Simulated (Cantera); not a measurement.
A Cantera script and what it prints.

```python
import numpy as np
import cantera as ct

gas_names = """
    C CH CH2 CH3 CH2OH CH3O CH4 CH3OH CN CO CO2 COOH C2 C2H CHCO,ketyl C2H2,acetylene C2H2,vinylidene
    CH2CO,ketene C2H3,vinyl CH3CN CH3CO,acetyl C2H4 C2H4O,ethylen CH3CHO,ethanal CH3COOH (HCOOH)2 C2H5
    C2H6 CH3OCH3 C2H5OH CCN CNC C2N2 C2O C3 C3H3,propargyl C3H4,allene C3H4,propyne C3H4,cyclo-
    C3H5,allyl C3H6,propylene C3H6,cyclo- C3H6O C3H7,n-propyl C3H7,i-propyl C3H8 C3H8O,1propanol
    C3H8O,2propanol C3O2 C4 C4H2 C4H4,1,3-cyclo- C4H6,butadiene C4H6,2-butyne C4H6,cyclo- C4H8,1-butene
    C4H8,cis2-buten C4H8,tr2-butene C4H8,isobutene C4H8,cyclo- (CH3COOH)2 C4H9,n-butyl C4H9,i-butyl
    C4H9,s-butyl C4H9,t-butyl C4H10,isobutane C4H10,n-butane C4N2 C5 C5H6,1,3cyclo- C5H8,cyclo-
    C5H10,1-pentene C5H10,cyclo- C5H11,pentyl C5H11,t-pentyl C5H12,n-pentane C5H12,i-pentane
    CH3C(CH3)2CH3 C6H2 C6H5,phenyl C6H5O,phenoxy C6H6 C6H5OH,phenol C6H10,cyclo- C6H12,1-hexene
    C6H12,cyclo- C6H13,n-hexyl C7H7,benzyl C7H8 C7H8O,cresol C7H14,1-heptene C7H15,n-heptyl
    C7H16,n-heptane C8H8,styrene C8H10,ethylbenz C8H16,1-octene C8H17,n-octyl C8H18,isooctane
    C8H18,n-octane C9H19,n-nonyl C10H8,naphthale C10H21,n-decyl C12H9,o-bipheny C12H10,bipheny H HCN HCO
    HCCN HNC HNCO HNO HNO2 HNO3 HO2 H2 HCHO,formaldehy HCOOH H2O H2O2 N NCO NH NH2 NH3 NH2OH NO NO2 NO3
    N2 N2H2 N2H4 N2O O OH O2 O3
""".split()
cond_names = """
    C(gr) C6H6(L) C7H8(L) C8H18(L),n-octa H2O(s) H2O(L)
""".split()


def load(file, names, dense=False):
    # The tables refer to 1 bar. Condensed volumes are neglected.
    table = {s.name: s for s in ct.Species.list_from_file(file)}
    out = []
    for n in names:
        d = dict(table[n].input_data)
        d["thermo"] = dict(d["thermo"], **{"reference-pressure": 1e5})
        if dense:
            d["equation-of-state"] = {"model": "constant-volume", "density": "1e6 g/cm^3"}
        out.append(ct.Species.from_dict(d))
    return out


gas = ct.Solution(thermo="ideal-gas", species=load("nasa_gas.yaml", gas_names))
cond = {s.name: ct.Solution(thermo="fixed-stoichiometry", species=[s], name=s.name)
        for s in load("nasa_condensed.yaml", cond_names, dense=True)}
atoms = {
    'C2H5OH': {'C': 2, 'H': 6, 'O': 1},
    'NH3': {'N': 1, 'H': 3},
    'H2': {'H': 2},
}
top_T = {'C(gr)': 4500}  # K; cautious upper limits of use, not melting points


def equilibrate(T, P, feed):
    n = {}
    for name, mol in feed.items():
        for a, k in atoms[name].items():
            n[a] = n.get(a, 0.0) + k * mol
    gas.TPX = T, P, n
    mass = sum(n.values()) * gas.mean_molecular_weight
    gas.equilibrate("TP")
    valid = [c for c in cond.values() if c.min_temp <= T <= top_T.get(c.name, c.max_temp)]
    mix = ct.Mixture([(gas, mass / gas.mean_molecular_weight)] + [(c, 0.0) for c in valid])
    mix.T, mix.P = T, P
    mix.equilibrate("TP", solver="vcs", rtol=1e-11, max_steps=5000)
    return mix


results = []
feed = {'C2H5OH': 1, 'NH3': 2.6, 'H2': 0.99}  # mol
T = 1550  # K
for P in [10, 46, 220, 1000, 4600, 22000, 100000, 460000, 2200000, 10000000]:
    mix = equilibrate(T, P, feed)
    results.append((T, P, feed, dict(zip(mix.species_names, mix.species_moles))))
    x = sorted(zip(gas.X, gas.species_names), reverse=True)
    print(f"T = {T:g} K  P = {P:g} Pa  gas = {mix.phase_moles(0):.4g} mol")
    print("   x: " + "  ".join(f"{s} {v:.3e}" for v, s in x if v > 1e-06))
    print("   condensed (mol): " + ("  ".join(f"{mix.phase(i).name} {mix.phase_moles(i):.4g}"
          for i in range(1, mix.n_phases) if mix.phase_moles(i) > 1e-12) or "none"))
```

It prints:

```
T = 1550 K  P = 10 Pa  gas = 10.2 mol
   x: H2 7.716e-01  N2 1.272e-01  CO 9.800e-02  H 2.767e-03  HCN 4.658e-04  C2H2,acetylene 1.238e-05  HNC 9.198e-06
   condensed (mol): C(gr) 0.9949
T = 1550 K  P = 46 Pa  gas = 10.2 mol
   x: H2 7.729e-01  N2 1.273e-01  CO 9.807e-02  H 1.291e-03  HCN 4.663e-04  C2H2,acetylene 1.240e-05  HNC 9.209e-06
   condensed (mol): C(gr) 0.9949
T = 1550 K  P = 220 Pa  gas = 10.19 mol
   x: H2 7.735e-01  N2 1.273e-01  CO 9.811e-02  H 5.906e-04  HCN 4.666e-04  C2H2,acetylene 1.241e-05  HNC 9.215e-06  CH4 2.676e-06
   condensed (mol): C(gr) 0.9949
T = 1550 K  P = 1000 Pa  gas = 10.19 mol
   x: H2 7.738e-01  N2 1.273e-01  CO 9.812e-02  HCN 4.667e-04  H 2.770e-04  C2H2,acetylene 1.242e-05  CH4 1.217e-05  HNC 9.217e-06
   condensed (mol): C(gr) 0.9948
T = 1550 K  P = 4600 Pa  gas = 10.19 mol
   x: H2 7.739e-01  N2 1.273e-01  CO 9.813e-02  HCN 4.668e-04  H 1.292e-04  CH4 5.600e-05  C2H2,acetylene 1.242e-05  HNC 9.218e-06  H2O 4.232e-06
   condensed (mol): C(gr) 0.9944
T = 1550 K  P = 22000 Pa  gas = 10.19 mol
   x: H2 7.737e-01  N2 1.274e-01  CO 9.814e-02  HCN 4.668e-04  CH4 2.677e-04  H 5.906e-05  H2O 2.024e-05  C2H2,acetylene 1.241e-05  HNC 9.218e-06  NH3 2.860e-06
   condensed (mol): C(gr) 0.9924
T = 1550 K  P = 100000 Pa  gas = 10.18 mol
   x: H2 7.725e-01  N2 1.275e-01  CO 9.816e-02  CH4 1.213e-03  HCN 4.667e-04  H2O 9.188e-05  H 2.768e-05  NH3 1.298e-05  C2H2,acetylene 1.239e-05  HNC 9.216e-06  CO2 4.175e-06  C2H4 1.680e-06
   condensed (mol): C(gr) 0.9835
T = 1550 K  P = 460000 Pa  gas = 10.13 mol
   x: H2 7.671e-01  N2 1.281e-01  CO 9.827e-02  CH4 5.504e-03  HCN 4.661e-04  H2O 4.202e-04  NH3 5.921e-05  CO2 1.924e-05  H 1.286e-05  C2H2,acetylene 1.231e-05  HNC 9.204e-06  C2H4 7.622e-06  CH3 1.875e-06  CH3CN 1.093e-06
   condensed (mol): C(gr) 0.9434
T = 1550 K  P = 2.2e+06 Pa  gas = 9.921 mol
   x: H2 7.431e-01  N2 1.307e-01  CO 9.865e-02  CH4 2.470e-02  H2O 1.954e-03  HCN 4.633e-04  NH3 2.727e-04  CO2 9.275e-05  C2H4 3.421e-05  C2H2,acetylene 1.192e-05  HNC 9.150e-06  H 5.788e-06  CH3CN 5.035e-06  CH3 3.910e-06  C2H6 3.375e-06
   condensed (mol): C(gr) 0.7694
T = 1550 K  P = 1e+07 Pa  gas = 9.273 mol
   x: H2 6.623e-01  N2 1.394e-01  CO 9.904e-02  CH4 8.917e-02  H2O 7.947e-03  NH3 1.077e-03  HCN 4.518e-04  CO2 4.249e-04  C2H4 1.235e-04  C2H6 4.935e-05  CH3CN 1.989e-05  C2H2,acetylene 1.063e-05  HNC 8.923e-06  CH3 7.012e-06  HCHO,formaldehy 2.878e-06  H 2.563e-06
   condensed (mol): C(gr) 0.2426
```

These are equilibrium values from Cantera (NASA tables, ideal gas, pure condensed phases), not measurements of a reactor. The ideal-gas law is rough above about 30 bar.
